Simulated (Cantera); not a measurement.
An isothermal, constant-pressure homogeneous reactor starts with NH₃ : N₂ = 1 : 1.4 (molar parts), at 1400 K and 0.0267 bar. Integrator tolerance rtol = 1e-08.

Cantera simulation using the gas-phase N/H chemistry of the illustrative SiF4/NH3 mechanism in the Surface Chemkin manual (1991); the numbers are that mechanism's predictions, not measurements. Walls and surfaces, which speed up NH3 decomposition in real reactors, are not modelled.

What does this change do: temperature 1400 to 2400 K?


```json
[
 {"quantity": "x(NH₃) at 10.0 s", "before": "0.414 (gas-phase equilibrium 4.91e-7)", "after": "5.70e-8 (gas-phase equilibrium 5.70e-8)"},
 {"quantity": "x(H) at 10.0 s", "before": "7.31e-8 (gas-phase equilibrium 1.99e-5)", "after": "0.0618 (gas-phase equilibrium 0.0618)"},
 {"quantity": "x(N) at 10.0 s", "before": "1.80e-10 (gas-phase equilibrium <1e-12)", "after": "5.00e-7 (gas-phase equilibrium 5.00e-7)"},
 {"quantity": "x(N₂H₂) at 10.0 s", "before": "2.68e-7 (gas-phase equilibrium <1e-12)", "after": "<1e-12 (gas-phase equilibrium <1e-12)"},
 {"quantity": "x(N₂) at 10.0 s", "before": "0.583 (gas-phase equilibrium 0.559)", "after": "0.542 (gas-phase equilibrium 0.542)"}
]
```
